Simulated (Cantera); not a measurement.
A freely propagating, adiabatic, planar premixed flame of H2 : O2 : N2 = 1 : 0.455 : 1.71 (molar parts), unburnt at 375 K and 500000 Pa; mixture-averaged transport, grid criteria slope 0.08 and curve 0.16, no radiation.

Cantera simulation using the H2/O2 subset of GRI-Mech 3.0, which has no nitrogen chemistry; the numbers are that mechanism's predictions, not measurements. The hydrogen kinetics of GRI-Mech 3.0 are dated; newer H2 mechanisms differ, most at raised pressure. Burning velocities carry a grid error of a few per cent, more on coarse grids.

Q: What does this change do: inlet temperature 375 to 400 K?

A: 
| quantity | before | after |
|---|---|---|
| laminar burning velocity | 330 cm/s | 369 cm/s |
| thermal thickness | 0.0500 mm | 0.0509 mm |
| peak x(H2O2) | 0.000152 | 0.000140 |
| peak x(OH) | 0.0143 | 0.0147 |
| peak x(H) | 0.0293 | 0.0304 |
